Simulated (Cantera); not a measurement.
An isothermal, constant-pressure homogeneous reactor starts with 34.5 % N₂O, 65.5 % O₂, at 1623 K and 105 Torr.

Model: GRI-Mech 3.0 (53 species, 325 reactions), integrated in Cantera. GRI-Mech 3.0 was tuned for natural gas; its chemistry of N2O as a main component is partial and can be far from experiment. The temperature is held fixed by assumption; the heat of reaction is taken as removed at once.

x: mole fraction; the columns are a selection and need not sum to one.

```json
[
 {"t (s)": "3.00e-6", "x N₂O": "0.345", "x O₂": "0.655", "x NO": "3.75e-7", "x NO₂": "<1e-12", "x N₂": "1.64e-5", "x O": "1.54e-5"},
 {"t (s)": "1.08e-5", "x N₂O": "0.345", "x O₂": "0.655", "x NO": "4.53e-6", "x NO₂": "9.76e-12", "x N₂": "6.28e-5", "x O": "5.05e-5"},
 {"t (s)": "3.90e-5", "x N₂O": "0.344", "x O₂": "0.655", "x NO": "4.74e-5", "x NO₂": "5.37e-10", "x N₂": "0.000261", "x O": "0.000132"},
 {"t (s)": "0.000140", "x N₂O": "0.343", "x O₂": "0.655", "x NO": "0.000339", "x NO₂": "2.04e-8", "x N₂": "0.00112", "x O": "0.000204"},
 {"t (s)": "0.000506", "x N₂O": "0.339", "x O₂": "0.655", "x NO": "0.00154", "x NO₂": "3.62e-7", "x N₂": "0.00438", "x O": "0.000210"},
 {"t (s)": "0.00182", "x N₂O": "0.323", "x O₂": "0.655", "x NO": "0.00571", "x NO₂": "3.62e-6", "x N₂": "0.0157", "x O": "0.000210"},
 {"t (s)": "0.00658", "x N₂O": "___", "x O₂": "0.656", "x NO": "___", "x NO₂": "___", "x N₂": "___", "x O": "0.000209"},
 {"t (s)": "0.0237", "x N₂O": "0.153", "x O₂": "0.658", "x NO": "0.0506", "x NO₂": "5.94e-5", "x N₂": "0.139", "x O": "0.000204"},
 {"t (s)": "0.0854", "x N₂O": "0.0234", "x O₂": "0.661", "x NO": "0.0833", "x NO₂": "0.000109", "x N₂": "0.232", "x O": "0.000164"},
 {"t (s)": "0.308", "x N₂O": "0.000201", "x O₂": "0.662", "x NO": "0.0875", "x NO₂": "0.000211", "x N₂": "0.250", "x O": "4.46e-5"},
 {"t (s)": "1.11", "x N₂O": "2.32e-6", "x O₂": "0.662", "x NO": "0.0874", "x NO₂": "0.000219", "x N₂": "0.250", "x O": "4.17e-5"},
 {"t (s)": "4.00", "x N₂O": "2.29e-6", "x O₂": "0.662", "x NO": "0.0868", "x NO₂": "0.000218", "x N₂": "0.251", "x O": "4.17e-5"}
]
```

Q: Fill in the missing entries.

A: 
- 0.00658, x N₂O: 0.273
- 0.00658, x NO: 0.0190
- 0.00658, x NO₂: 1.94e-5
- 0.00658, x N₂: 0.0519
